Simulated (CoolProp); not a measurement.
Vapour pressure (kPa) of n-heptane: the reference equation beside estimates from Tc = 541.2 K, pc = 2774 kPa, ω = 0.349. Clausius-Clapeyron is anchored at 279.5 K with a constant enthalpy of vaporisation of 37.74 kJ/mol.

The numbers come from the reference Helmholtz-energy equation of state, Span 2003 in CoolProp. It is a short technical equation, of lower accuracy than the large ones.

```
T (K)  reference  Clausius-Clapeyron  van der Waals  Redlich-Kwong  Soave-Redlich-Kwong
-----  ---------  ------------------  -------------  -------------  -------------------
253       0.3898              0.4065          48.17          2.342               0.3744
279.5      2.227               2.227          95.63          9.697                2.141
306        8.901               9.091          169.5          29.58                8.615
332.5      27.35               29.65          275.8          72.48                26.71
359        69.05               81.23          420.1          151.4                68.07
385.5      150.1               193.7          607.2          280.4                149.3
412        290.8               413.2          841.7          473.9                291.5
438.5      515.0               804.1           1127          746.0                519.8
464.9      848.7                1447           1466           1108                860.7
491.4       1327                2451           1863           1575                 1348
517.9       1990                3931           2320           2158                 2013
```

Absolute difference from the reference over all 11 rows, mean and median: Clausius-Clapeyron 37.5 and 29.0 %, van der Waals 1855.9 and 304.5 %, Redlich-Kwong 145.9 and 86.8 %, Soave-Redlich-Kwong 1.9 and 1.4 %.
